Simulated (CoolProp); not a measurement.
Vapour-liquid equilibrium of propane (1) + n-pentane (2) at 79.1 kPa; x and y are mole fractions of (1).

Model: multi-fluid Helmholtz-energy mixture model, Lemmon 2009 and Thol 2019; pair parameters Kunz 2012, in CoolProp.

| x | bubble temperature, mixture model (°C) | bubble temperature, Raoult's law (°C) | y, mixture model | y, Raoult's law |
|---|---|---|---|---|
| 0.05 | 12.5 | 14.4 | 0.486 | 0.455 |
| 0.125 | -4.1 | -0.6 | 0.768 | 0.737 |
| 0.2 | -14.5 | -10.7 | 0.871 | 0.852 |
| 0.275 | -21.5 | -18.1 | 0.918 | 0.908 |
| 0.35 | -26.7 | -23.8 | 0.944 | 0.940 |
| 0.425 | -30.7 | -28.4 | 0.960 | 0.959 |
| 0.5 | -34.0 | -32.2 | 0.970 | 0.972 |
| 0.575 | -36.7 | -35.4 | 0.978 | 0.980 |
| 0.65 | -39.1 | -38.2 | 0.984 | 0.986 |
| 0.725 | -41.2 | -40.6 | 0.989 | 0.991 |
| 0.8 | -43.1 | -42.8 | 0.992 | 0.994 |
| 0.875 | -44.8 | -44.7 | 0.995 | 0.997 |
| 0.95 | -46.5 | -46.5 | 0.998 | 0.999 |

The largest gap from Raoult's law is -3.8 K in bubble temperature, at x = 0.2. No azeotrope shows between x = 0.05 and 0.95.

The pair parameters rest on a limited set of measurements; away from them the model extrapolates.
